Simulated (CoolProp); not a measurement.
Vapour-liquid equilibrium of isohexane (1) + n-hexane (2) at 0.757 MPa; x and y are mole fractions of (1).

The numbers come from the multi-fluid Helmholtz-energy mixture model, Lemmon 2006 and Thol 2019; pair parameters Bell 2016 in CoolProp.

```tsv
x	bubble temperature, mixture model (°C)	bubble temperature, Raoult's law (°C)	y, mixture model	y, Raoult's law
0.05	149.7	149.7	0.058	0.059
0.2	148.1	148.2	0.225	0.231
0.35	146.6	146.8	0.385	0.393
0.5	145.1	145.4	0.536	0.546
0.65	143.7	144.0	0.681	0.691
0.8	142.4	142.6	0.820	0.828
0.95	141.2	141.3	0.956	0.958
```

The largest gap from Raoult's law is -0.3 K in bubble temperature, at x = 0.5. No azeotrope shows between x = 0.05 and 0.95.

The pair parameters rest on a limited set of measurements; away from them the model extrapolates.
